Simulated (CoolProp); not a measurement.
Vapour-liquid equilibrium of acetone (1) + p-xylene (2) at 4.8 bar; x and y are mole fractions of (1).

Computed with CoolProp (multi-fluid Helmholtz-energy mixture model, Lemmon 2006 and Zhou 2012; pair parameters Bell 2016).

```csv
x,bubble temperature (°C),y at the bubble point,dew temperature at overall composition x (°C),liquid density (mol/L)
0.05,191.7,0.275,205.1,6.664
0.125,173.3,0.524,200.9,7.044
0.2,160.3,0.663,196.4,7.388
0.275,150.7,0.748,191.7,7.716
0.35,143.3,0.804,186.7,8.041
0.425,137.5,0.844,181.3,8.372
0.5,(withheld),0.874,175.4,8.715
0.575,128.5,0.899,168.9,9.076
0.65,124.7,0.921,161.6,9.460
0.725,121.3,(withheld),153.4,9.871
0.8,118.1,0.957,143.8,10.32
0.875,115.1,0.974,132.5,10.80
0.95,112.1,(withheld),119.4,11.33
```

Fill in the missing entries.


- 0.5, bubble temperature (°C): 132.7
- 0.725, y at the bubble point: 0.940
- 0.95, y at the bubble point: 0.990

No azeotrope shows between x = 0.05 and 0.95.

The pair parameters rest on a limited set of measurements; away from them the model extrapolates.
